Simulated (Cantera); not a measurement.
What does this Cantera script print?

```python
import numpy as np
import cantera as ct

gas = ct.Solution("h2o2.yaml")
gas.TPX = 698, 13332, {'H2': 1, 'O2': 0.238, 'N2': 0.895, 'H2O': 0.35}
flame = ct.FreeFlame(gas, width=0.16)
flame.set_refine_criteria(ratio=3, slope=0.08, curve=0.16)
flame.transport_model = "mixture-averaged"
flame.solve(loglevel=0, auto=True)
z, T = flame.grid, flame.T
thick = (T[-1] - T[0]) / np.gradient(T, z).max()
show = ['H2', 'O2', 'H2O', 'H', 'O', 'HO2']
print(f"laminar burning velocity  {flame.velocity[0] * 100:.3f} cm/s")
print(f"burnt temperature         {T[-1]:.1f} K")
print(f"thermal thickness         {thick * 1e3:.4f} mm")
print(f"grid points               {len(z)}")
z0 = z[flame.heat_release_rate.argmax()]
print(f"{'z/mm':>9s}{'T/K':>9s}{'u/(m/s)':>9s}" + "".join(f"{s:>11s}" for s in show))
rows = []
for k in (-3, -2, -1.5, -1, -0.5, -0.25, 0, 0.25, 0.5, 1, 2, 4, 8):
    zz = z0 + k * thick
    rows.append([k * thick, np.interp(zz, z, T), np.interp(zz, z, flame.velocity),
                 *(np.interp(zz, z, flame.X[gas.species_index(s)]) for s in show)])
    print(f"{rows[-1][0] * 1e3:9.3f}{rows[-1][1]:9.1f}{rows[-1][2]:9.3f}" + "".join(f"{x:11.3e}" for x in rows[-1][3:]))
```

Result:

```
laminar burning velocity  818.003 cm/s
burnt temperature         2065.4 K
thermal thickness         6.3964 mm
grid points               129
     z/mm      T/K  u/(m/s)         H2         O2        H2O          H          O        HO2
  -19.189    698.0    8.180  4.027e-01  9.585e-02  1.410e-01  1.130e-13  2.123e-15  2.464e-11
  -12.793    698.0    8.180  4.027e-01  9.585e-02  1.410e-01  4.703e-11  8.341e-13  2.626e-10
   -9.595    698.0    8.180  4.027e-01  9.585e-02  1.410e-01  2.923e-09  4.726e-11  7.923e-09
   -6.396    698.0    8.180  4.027e-01  9.585e-02  1.410e-01  6.981e-07  1.001e-08  9.124e-07
   -3.198    706.5    8.270  4.011e-01  9.563e-02  1.418e-01  5.220e-04  1.087e-05  4.997e-05
   -1.599    806.9    9.358  3.807e-01  9.162e-02  1.536e-01  9.353e-03  2.557e-04  3.726e-05
    0.000   1109.8   12.604  2.703e-01  5.343e-02  2.357e-01  6.461e-02  3.164e-03  1.380e-05
    1.599   1317.3   14.825  1.833e-01  8.285e-03  3.248e-01  1.025e-01  2.773e-03  1.891e-06
    3.198   1399.7   15.668  1.769e-01  2.248e-03  3.384e-01  9.931e-02  2.031e-03  4.764e-07
    6.396   1490.5   16.571  1.838e-01  1.587e-03  3.416e-01  8.691e-02  1.833e-03  3.072e-07
   12.793   1595.3   17.591  1.926e-01  1.255e-03  3.449e-01  7.171e-02  1.533e-03  2.236e-07
   25.586   1704.0   18.624  2.015e-01  8.755e-04  3.491e-01  5.596e-02  1.122e-03  1.497e-07
   51.171   1807.5   19.585  2.096e-01  5.245e-04  3.537e-01  4.098e-02  7.007e-04  9.160e-08
```

Model: the H2/O2 subset of GRI-Mech 3.0, which has no nitrogen chemistry, integrated in Cantera. Burning velocities carry a grid error of a few per cent, more on coarse grids.
